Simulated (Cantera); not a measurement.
Nitride etching: BN + H2 + HCl

Feed: 1 mol BN, 170 mol H2, 2 mol HCl, equilibrated at 873.15 K and 0.368 Torr.

Cantera equilibrium calculation (NASA polynomials, part measured and part estimated; ideal gas, pure solids and liquids). Candidate condensed phases: B, BN, NH4Cl; 21 gas species. Equilibrium is a limit: real reactors are often held back by kinetics, nucleation or transport.

| Item | Result |
|---|---|
| x(H2) | 0.988 |
| x(HCl) | 0.0116 |
| n(BN(s)) | 1.000 mol |
| gas amount | 172.0 mol |
| log10 activity of B(s) (absent) | -4.43 |
